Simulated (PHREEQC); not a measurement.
Na2CO3 is added in steps, without added water, to 1 kg of water holding 29 mmol/kgw NaH2PO4, at 25 °C. O2 is buffered at 0.21 atm. No CO2 enters from the air. The run lets Nahcolite, Natron precipitate or redissolve, and no other solid.

Base run: PHREEQC, ion-association model, wateq4f.dat. Each further column changes one thing. The table gives pH.

```csv
Na2CO3 added (mol),base,temperature from 25 to 5 °C,NaH2PO4 from 0.029 to 0.0058 mol/kgw,temperature from 25 to 80 °C,no solid may form
0,4.60,4.59,(withheld),4.63,4.60
0.0058,6.51,6.59,(withheld),6.40,6.51
0.0145,7.02,7.11,10.13,6.90,7.02
0.0232,7.56,7.65,(withheld),7.41,7.56
0.029,8.38,8.60,10.45,7.90,8.38
0.0348,9.11,9.46,10.51,8.32,9.11
0.0435,9.47,9.82,10.58,8.62,9.47
0.0522,9.64,10.01,10.63,8.78,9.64
0.058,9.72,10.09,10.66,8.86,9.72
```

Task: Complete the blanks.

Result: 
- 0, NaH2PO4 from 0.029 to 0.0058 mol/kgw: 4.80
- 0.0058, NaH2PO4 from 0.029 to 0.0058 mol/kgw: 8.58
- 0.0232, NaH2PO4 from 0.029 to 0.0058 mol/kgw: 10.36

H3PO4, which wateq4f.dat lacks, is added to it with the constant of phreeqc.dat. At this temperature some constants are extrapolated from 25 °C, and those without enthalpy data are left unchanged.
